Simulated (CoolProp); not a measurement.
m-xylene along the isobar 0.926 MPa: Z from the reference equation and from simpler models built on Tc = 616.9 K, pc = 3.535 MPa, ω = 0.326; each cubic takes its own stable root.

Values from CoolProp's reference Helmholtz-energy equation of state, Zhou 2012.

```json
[
 {"T (K)": "557.9", "phase": "gas", "reference": "0.8503"},
 {"T (K)": "564.1", "phase": "gas", "reference": "0.8568"},
 {"T (K)": "570.3", "phase": "gas", "reference": "0.8629"},
 {"T (K)": "576.6", "phase": "gas", "reference": "0.8686"},
 {"T (K)": "582.8", "phase": "gas", "reference": "0.8740"},
 {"T (K)": "589", "phase": "gas", "reference": "0.8790"},
 {"T (K)": "595.2", "phase": "gas", "reference": "0.8837"},
 {"T (K)": "601.4", "phase": "gas", "reference": "0.8881"},
 {"T (K)": "607.6", "phase": "gas", "reference": "0.8923"},
 {"T (K)": "613.8", "phase": "gas", "reference": "0.8963"},
 {"T (K)": "620", "phase": "gas", "reference": "0.9000"}
]
```

Problem. How far does each simpler model (van der Waals, Redlich-Kwong, Soave-Redlich-Kwong, Peng-Robinson) lie from the reference over these 11 states: mean and median of the absolute difference, and the worst?

Solution. 
- van der Waals: mean 3.1 %, median 3.0 %, worst +4.8 % at 557.9 K and 0.926 MPa
- Redlich-Kwong: mean 1.3 %, median 1.2 %, worst +2.2 % at 557.9 K and 0.926 MPa
- Soave-Redlich-Kwong: mean 0.9 %, median 0.9 %, worst +1.2 % at 557.9 K and 0.926 MPa
- Peng-Robinson: mean 0.3 %, median 0.3 %, worst -0.3 % at 607.6 K and 0.926 MPa
